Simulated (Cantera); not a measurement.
**Thermodynamics of roasting and sulfation, feed FeS + O2 + CO2**

Feed: 1 mol FeS, 4.5 mol O2, 0.16 mol CO2, at 973.15 K and 0.400 bar.

Equilibrium computed with Cantera from the NASA thermochemical tables; the gas is ideal and each condensed phase is pure. Candidate condensed phases: C, Fe, Fe(CO)5, FeO, FeS, FeSO4, FeS2, Fe2O3, Fe2(SO4)3, Fe3O4, S; 25 gas species. Kinetics and transport are ignored.

```
Property                                    Value
--------------------------------------  ---------
x(O2)                                       0.680
x(SO3)                                      0.156
x(SO2)                                      0.120
x(CO2)                                     0.0441
n(Fe2O3(s))                             0.500 mol
gas amount                              3.627 mol
log10 activity of Fe(α) (absent)           -14.83
log10 activity of S(l) (absent)            -16.64
log10 activity of C(graphite) (absent)     -22.43
```
